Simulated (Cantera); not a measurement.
Input: 1 mol trisilylamine, 0.21 mol N2, 0.24 mol NH3, held at 1473.15 K and 310 Pa.

These are equilibrium values from Cantera (NASA tables, ideal gas, pure condensed phases), not measurements of a reactor. Candidate condensed phases: Si, Si3N4; 18 gas species. The feed counts by its element totals alone. Mutual solubility and eutectic melting of coexisting phases are not modelled. Equilibrium is a limit: real reactors are often held back by kinetics, nucleation or transport.

Base state: H2 0.991, N2 0.00893, H 0.000227 (mole fractions); condensed: Si(s) + Si3N4(s).

**Question.** What changes in the equilibrium state with this change: temperature from 1473.15 K to 1925 K?

**Answer.** 
```
species          before    after
-------------  --------  -------
H2                0.991    0.834
N2              0.00893    0.144
H              0.000227   0.0157
Si              1.77e-6  0.00561
Si2             1.86e-9  4.82e-5
Si3               <1e-9  1.07e-5
Si(s), mol         1.82        0
Si3N4(s), mol     0.393        0
Si(l), mol            0     2.96
```
The tables' values for SiN are old estimates; treat these amounts as uncertain. Gases not in the tables: Si2H6 and higher silanes.

**Question.** What changes in the equilibrium state with this change: temperature from 1473.15 K to 2098 K?

**Answer.** 
| species | before | after |
|---|---|---|
| H2 | 0.991 | 0.771 |
| N2 | 0.00893 | 0.136 |
| H | 0.000227 | 0.0485 |
| Si | 1.77e-6 | 0.0421 |
| Si2 | 1.86e-9 | 0.000547 |
| Si3 | <1e-9 | 0.000112 |
| Si(s), mol | 1.82 | 0 |
| Si3N4(s), mol | 0.393 | 0 |
| Si(l), mol | 0 | 2.72 |
The tables' values for SiN are old estimates; treat these amounts as uncertain. Gases not in the tables: Si2H6 and higher silanes.

**Question.** What changes in the equilibrium state with this change: 0.021 mol Cl2 added?

**Answer.** 
```tsv
species	before	after
H2	0.991	0.983
N2	0.00893	0.00893
HCl	0	0.00810
SiCl2	0	0.000210
H	0.000227	0.000226
Si(s), mol	1.82	1.82
Si3N4(s), mol	0.393	0.393
```
Further candidate phases: NH4Cl.
